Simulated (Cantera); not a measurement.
An isothermal plug-flow reactor at 575 K and 3750 Torr (inlet), inlet velocity 0.66 m/s, active area per volume 840 1/m; feed H2 : O2 : N2 = 0.002 : 0.16 : 0.79 (molar parts).

Detailed kinetics in Cantera: Deutschmann's 1995 Pt surface mechanism with GRI-Mech 3.0 gas chemistry. Catalytic surfaces can have several steady states; this one follows from the mechanism file's or the stated starting coverage. Mass transfer to the wall is taken as infinitely fast.

Question: Predict: x(H2) at z = 0.061 m; x(O2) at z = 0.061 m; x(H2O) at z = 0.061 m; θ(O*) at the exit; θ(OH*) at the exit.

Answer: 
| Quantity | Value |
|---|---|
| x(H2) at z = 0.061 m | 4.40e-5 |
| x(O2) at z = 0.061 m | 0.167 |
| x(H2O) at z = 0.061 m | 0.00206 |
| θ(O*) at the exit | 0.998 |
| θ(OH*) at the exit | 0.00120 |
